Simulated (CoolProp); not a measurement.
Vapour-liquid equilibrium of benzene (1) + n-heptane (2) at 0.116 MPa; x and y are mole fractions of (1).

The numbers come from the multi-fluid Helmholtz-energy mixture model, Thol 2012 and Span 2003; pair parameters Bell 2016 in CoolProp.

Task: Give the bubble temperature and the first vapour's composition at x = 0.25, 0.85, 0.95. Is there an azeotrope?

Result: x = 0.25: 94.6 °C, y = 0.401; x = 0.85: 85.3 °C, y = 0.880; x = 0.95: 84.7 °C, y = 0.956. No azeotrope shows between x = 0.05 and 0.95.

Pair parameters are fitted to limited data, so mixtures are less certain than the pure fluids.
